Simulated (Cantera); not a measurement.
Cantera run, input and output.

```python
import numpy as np
import cantera as ct

gas = ct.Solution("gri30.yaml")
gas.TPX = 1325, 1000000, {'CO': 0.0053, 'O2': 0.0021, 'H2O': 0.0066, 'N2': 1}
reactor = ct.IdealGasConstPressureReactor(gas, energy="off", clone=False)
net = ct.ReactorNet([reactor])
net.rtol, net.atol = 1e-08, 1e-18
show = ['CO', 'O2', 'H2O', 'NO', 'H2', 'O']
times = np.geomspace(7e-06, 20, 9)

steps = ct.SolutionArray(gas, extra=["t"])
rows = []
print(f"{'t/s':>10s}{'T/K':>9s}{'P/Pa':>11s}" + "".join(f"{s:>11s}" for s in show))
for t in times:
    while net.time < t:
        t_next = net.step()
        steps.append(gas.state, t=t_next)
    rows.append([np.interp(t, steps.t, y) for y in (steps.T, steps.P, *steps(*show).X.T)])
    print(f"{t:10.3e}{rows[-1][0]:9.1f}{rows[-1][1]:11.4g}" + "".join(f"{x:11.3e}" for x in rows[-1][2:]))
rate = np.gradient(steps.T, steps.t)
print("integrator steps:", len(steps.t))
if steps.T.max() > steps.T[0] + 200:
    print(f"time of steepest temperature rise: {steps.t[rate.argmax()]:.4e} s")
gas.TPX = 1325, 1000000, {'CO': 0.0053, 'O2': 0.0021, 'H2O': 0.0066, 'N2': 1}
gas.equilibrate("TP")
print(f"equilibrium (TP): T = {gas.T:.1f} K  " + "  ".join(f"{s} {gas[s].X[0]:.3e}" for s in show))
```

It prints:

```
       t/s      T/K       P/Pa         CO         O2        H2O         NO         H2          O
 7.000e-06   1325.0      1e+06  5.227e-03  2.071e-03  6.509e-03  3.364e-18  5.148e-13  2.071e-10
 4.488e-05   1325.0      1e+06  5.227e-03  2.071e-03  6.509e-03  1.627e-16  1.657e-10  1.164e-09
 2.878e-04   1325.0      1e+06  5.226e-03  2.071e-03  6.509e-03  3.898e-14  7.179e-08  6.985e-08
 1.845e-03   1325.0      1e+06  2.664e-03  8.440e-04  6.367e-03  9.845e-08  1.254e-04  1.371e-05
 1.183e-02   1325.0      1e+06  7.425e-04  3.141e-06  6.170e-03  2.778e-07  3.496e-04  2.025e-08
 7.587e-02   1325.0      1e+06  6.751e-04  1.330e-07  6.110e-03  2.733e-07  4.123e-04  1.024e-10
 4.865e-01   1325.0      1e+06  6.553e-04  1.555e-08  6.090e-03  2.612e-07  4.320e-04  1.919e-12
 3.119e+00   1325.0      1e+06  6.449e-04  1.502e-09  6.080e-03  2.458e-07  4.424e-04  1.043e-13
 2.000e+01   1325.0      1e+06  6.370e-04  8.824e-13  6.072e-03  1.989e-07  4.502e-04  6.311e-14
integrator steps: 1770
equilibrium (TP): T = 1325.0 K  CO 6.363e-04  O2 3.310e-13  H2O 6.072e-03  NO 6.564e-10  H2 4.507e-04  O 5.044e-14
```

Computed with Cantera and GRI-Mech 3.0 (53 species, 325 reactions).
